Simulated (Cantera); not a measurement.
What does this Cantera script print?

```python
import numpy as np
import cantera as ct

gas = ct.Solution("gri30.yaml")
gas.TPX = 1000, 13000, {'H2': 0.3, 'O2': 1, 'N2': 4.2}
inlet = ct.Reservoir(gas, clone=True)

reactor = ct.IdealGasConstPressureReactor(gas, energy="off", clone=False)
exhaust = ct.Reservoir(gas, clone=True)
tau = [10, 2.1, 0.41, 0.081, 0.016, 0.0032, 0.00063][0]
for a, b in ((inlet, reactor), (reactor, exhaust)):
    ct.MassFlowController(a, b, mdot=lambda t: reactor.mass / tau)
net = ct.ReactorNet([reactor])
show = ['H2', 'O2', 'NO', 'HO2', 'N2O', 'H2O']

rows = []
print(f"{'tau/s':>10s}{'T/K':>9s}" + "".join(f"{s:>11s}" for s in show))
for tau in [10, 2.1, 0.41, 0.081, 0.016, 0.0032, 0.00063]:
    net.initial_time = 0.0
    net.advance(30 * tau)
    before = gas.X
    net.advance(40 * tau)
    drift = np.max(np.abs(gas.X - before) / (gas.X + 1e-9))
    rows.append([gas.T, *gas[show].X, drift])
    print(f"{tau:10.3e}{gas.T:9.1f}" + "".join(f"{x:11.3e}" for x in gas[show].X))
```

Result:

```
     tau/s      T/K         H2         O2         NO        HO2        N2O        H2O
 1.000e+01   1000.0  8.858e-05  1.589e-01  1.586e-08  1.852e-06  1.223e-07  5.597e-02
 2.100e+00   1000.0  2.381e-04  1.589e-01  1.145e-08  3.803e-06  9.197e-08  5.580e-02
 4.100e-01   1000.0  6.252e-04  1.590e-01  1.601e-08  6.931e-06  6.081e-08  5.536e-02
 8.100e-02   1000.0  1.536e-03  1.593e-01  3.517e-08  1.079e-05  3.557e-08  5.432e-02
 1.600e-02   1000.0  3.637e-03  1.599e-01  7.924e-08  1.440e-05  1.861e-08  5.182e-02
 3.200e-03   1000.0  8.407e-03  1.615e-01  1.483e-07  1.659e-05  8.806e-09  4.578e-02
 6.300e-04   1000.0  1.959e-02  1.660e-01  1.464e-07  1.667e-05  3.287e-09  3.176e-02
```

Model: GRI-Mech 3.0 (53 species, 325 reactions), integrated in Cantera. Radical loss at walls, strong at low pressure, is not modelled. The temperature is held fixed by assumption; the heat of reaction is taken as removed at once.
